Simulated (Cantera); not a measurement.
Input: 1 mol Cr2O3, 1500 mol H2, at 2.20 bar.

Method: chemical equilibrium by Gibbs-energy minimisation in Cantera with the NASA 1993 tables (ideal gas, pure condensed phases). Candidate condensed phases: Cr, Cr2O3, H2O; 13 gas species. Mutual solubility and eutectic melting of coexisting phases are not modelled. Rates play no part.

Q: What share of the Cr ends up in condensed phases as a function of T (K), at 998, 1098, 1198, 1298, 1398, 1498, 1598, 1698, 1798, 1898, 1998, 2098, 2198?

A: 
```tsv
T (K)	Cr condensed (%)	as
998	100.0	Cr(s) + Cr2O3(s)
1098	100.0	Cr(s) + Cr2O3(s)
1198	100.0	Cr(s) + Cr2O3(s)
1298	100.0	Cr(s) + Cr2O3(s)
1398	100.0	Cr(s) + Cr2O3(s)
1498	100.0	Cr(s) + Cr2O3(s)
1598	99.9	Cr(s)
1698	99.3	Cr(s)
1798	96.9	Cr(s)
1898	88.4	Cr(s)
1998	61.8	Cr(s)
2098	0.0	-
2198	0.0	-
```
